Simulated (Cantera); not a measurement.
# Stirred combustor or abatement burner

A perfectly stirred reactor is fed with 1.80 % C₃H₈, 8.19 % O₂, 90.0 % N₂, equivalence ratio 1.1, at 0.630 bar; it is adiabatic with a 523 K inlet, and is followed from long to short residence time, starting on the burning branch (τ in s: 0.12, 0.04, 0.013, 0.0042, 0.0014, 0.00046, 0.00015, 4.9e-05, 1.6e-05, 5.3e-06).

Model: GRI-Mech 3.0 (53 species, 325 reactions), integrated in Cantera. GRI-Mech 3.0 was tuned for natural gas; its chemistry of propane as a main component is partial and can be far from experiment.

| τ (s) | T (K) | x C₃H₈ | x O₂ | x CH₂CO | x HCN | x C₂H₄ |
|---|---|---|---|---|---|---|
| 0.12 | 1442 | 2.28e-6 | 0.000430 | 5.57e-7 | 6.66e-6 | 1.26e-5 |
| 0.040 | 1431 | 4.64e-6 | 0.000906 | 1.24e-6 | 6.77e-6 | 2.39e-5 |
| 0.013 | 1411 | 1.10e-5 | 0.00204 | 3.59e-6 | 6.08e-6 | 5.17e-5 |
| 0.0042 | 523 | 0.0180 | 0.0819 | <1e-12 | <1e-12 | <1e-12 |
| 0.0014 | 523 | 0.0180 | 0.0819 | <1e-12 | <1e-12 | <1e-12 |
| 0.00046 | 523 | 0.0180 | 0.0819 | <1e-12 | <1e-12 | <1e-12 |
| 0.00015 | 523 | 0.0180 | 0.0819 | <1e-12 | <1e-12 | <1e-12 |
| 4.9e-5 | 523 | 0.0180 | 0.0819 | <1e-12 | <1e-12 | <1e-12 |
| 1.6e-5 | 523 | 0.0180 | 0.0819 | <1e-12 | <1e-12 | <1e-12 |
| 5.3e-6 | 523 | 0.0180 | 0.0819 | <1e-12 | <1e-12 | <1e-12 |
x: mole fraction; the columns are a selection and need not sum to one.
